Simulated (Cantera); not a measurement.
**Reactions in the system N-O-V**

Cantera with NASA thermochemical tables; ideal gases at 1 bar, condensed phases pure. Values are per mole of reaction as written; species without (g) are pure solids or liquids, kept so even where they would boil at 1 bar. VN: taken at fixed stoichiometry.

2 VN + 6 O(g) → V2O5 + N2O(g)

```csv
T (K),ΔH° (kJ),ΔS° (J/K),ΔG° (kJ),log10 K
1473,-2465.2,-631.5,-1535.1,54.43
1523,-2464.9,-631.3,-1503.5,51.56
1573,-2464.6,-631.1,-1471.9,48.88
1623,-2464.3,-630.9,-1440.4,46.36
1673,-2464.1,-630.8,-1408.8,43.99
1723,-2463.9,-630.7,-1377.3,41.75
1773,-2463.8,-630.6,-1345.8,39.65
```

2 V2O4 → O2(g) + 2 V2O3

| T (K) | ΔH° (kJ) | ΔS° (J/K) | ΔG° (kJ) | log10 K |
|---|---|---|---|---|
| 1473 | 389.7 | 130.3 | 197.9 | -7.02 |
| 1523 | 389.7 | 130.2 | 191.3 | -6.56 |
| 1573 | 389.7 | 130.3 | 184.8 | -6.14 |
| 1623 | 389.9 | 130.3 | 178.3 | -5.74 |
| 1673 | 390.0 | 130.5 | 171.8 | -5.36 |
| 1723 | 390.3 | 130.6 | 165.3 | -5.01 |
| 1773 | 390.6 | 130.8 | 158.7 | -4.68 |

2 V + 5 NO(g) → 5 N(g) + V2O5

```
T (K)  ΔH° (kJ)  ΔS° (J/K)  ΔG° (kJ)  log10 K
-----  --------  ---------  --------  -------
1473      488.1      -56.5     571.3   -20.26
1523      490.4      -54.9     574.1   -19.69
1573      492.7      -53.5     576.8   -19.15
1623      494.8      -52.1     579.4   -18.65
1673      496.9      -50.9     582.0   -18.17
1723      498.9      -49.7     584.5   -17.72
1773      500.8      -48.6     587.0   -17.29
```
